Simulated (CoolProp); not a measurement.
The numbers come from the reference Helmholtz-energy equation of state, Gao 2020 in CoolProp.

Give the vapour pressure (MPa), liquid density (kg/m³), liquid viscosity (µPa s), vapour viscosity (µPa s) of saturated ammonia at -31.45, -16.15, -12.35 °C.


```tsv
T (°C)	p (MPa)	liquid density (kg/m³)	liquid viscosity (µPa s)	vapour viscosity (µPa s)
-31.45	0.111	679	248	8.11
-16.15	0.225	660	204	8.57
-12.35	0.264	655	195	8.68
```

Viscosity comes from a separate model (Fenghour 1995).
